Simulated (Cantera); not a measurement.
Input: 1 mol Si₃H₈, 0.92 mol Cl₂, 23 mol N₂, held at 1725 K and 3900 Pa.

Equilibrium computed with Cantera from the NASA thermochemical tables; the gas is ideal and each condensed phase is pure. Candidate condensed phases: NH₄Cl, Si, Si₃N₄; 28 gas species. The feed counts by its element totals alone. The tables' values for SiCl₃, SiCl are old estimates; treat these amounts as uncertain. Kinetics and transport are ignored.

Q: What is the equilibrium state?

A: 
```json
{
  "x(N₂)": "0.812",
  "x(H₂)": "0.129",
  "x(HCl)": "0.0476",
  "x(SiCl₂)": "0.0110",
  "x(H)": "0.000338",
  "x(SiCl₃)": "0.000205",
  "x(Cl)": "9.66e-5",
  "x(SiCl)": "1.71e-5",
  "x(SiCl₄)": "7.16e-6",
  "n(Si₃N₄(s))": "0.902 mol",
  "gas_amount": "26.12 mol",
  "log10 activity of Si(l) (absent)": "-0.74"
}
```
